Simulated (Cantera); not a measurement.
Input: 1 mol CH4, 0.11 mol O2, held at 2448 K and 0.100 bar.

These are equilibrium values from Cantera (NASA tables, ideal gas, pure condensed phases), not measurements of a reactor. Candidate condensed phases: C, C6H6, C7H8, C8H18, H2O; 110 gas species. Kinetics and transport are ignored.

Base state: H2 0.839, CO 0.0962, H 0.0577, C2H2 (acetylene) 0.00725, C2H 3.20e-5, C4H2 2.59e-5, CH3 1.44e-5, CH4 1.15e-5 (mole fractions); condensed: C(graphite).

Problem. What changes in the equilibrium state with this change: O2 from 0.11 to 0.059 mol?

Solution. 
| species | before | after |
|---|---|---|
| H2 | 0.839 | 0.879 |
| H | 0.0577 | 0.0590 |
| CO | 0.0962 | 0.0541 |
| CH4 | 1.15e-5 | 1.26e-5 |
| CH3 | 1.44e-5 | 1.54e-5 |
| C4H2 | 2.59e-5 | 2.71e-5 |
| C2H2 (acetylene) | 0.00725 | 0.00760 |
| C2H | 3.20e-5 | 3.27e-5 |
| C(graphite), mol | 0.746 | 0.848 |

Problem. What changes in the equilibrium state with this change: pressure from 0.100 bar to 14.0 mbar?

Solution. 
```tsv
species	before	after
H2	0.839	0.755
H	0.0577	0.146
CO	0.0962	0.0918
CH4	1.15e-5	1.31e-6
C3	2.17e-6	1.55e-5
CH3	1.44e-5	4.60e-6
C2H	3.20e-5	8.11e-5
C(graphite), mol	0.746	0.748
```
